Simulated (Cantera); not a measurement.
A closed system holds: 1 mol AlCl3, 2.5 mol N2, 5 mol H2, held at 10000 Pa.

These are equilibrium values from Cantera (NASA tables, ideal gas, pure condensed phases), not measurements of a reactor. Candidate condensed phases: Al, AlCl3, AlN, NH4Cl; 20 gas species. The tables' values for AlCl2 are old estimates; treat these amounts as uncertain. The numbers say what is thermodynamically allowed, not how fast it happens. All values below are at 1573 K.

Base state: H2 0.535, N2 0.279, HCl 0.0938, AlCl3 0.0774, AlCl2 0.00874, AlCl 0.00591, H 9.41e-5, Cl 1.31e-5 (mole fractions); condensed: AlN(s).

**Question.** What changes in the equilibrium state with this change: pressure from 10000 Pa to 133 Pa?

**Answer.** 
```tsv
species	before	after
H2	0.535	0.474
N2	0.279	0.273
HCl	0.0938	0.143
AlCl	0.00591	0.0629
AlCl3	0.0774	0.0289
AlCl2	0.00874	0.0174
Cl	1.31e-5	0.000184
H	9.41e-5	0.000767
AlN(s), mol	0.210	0
```
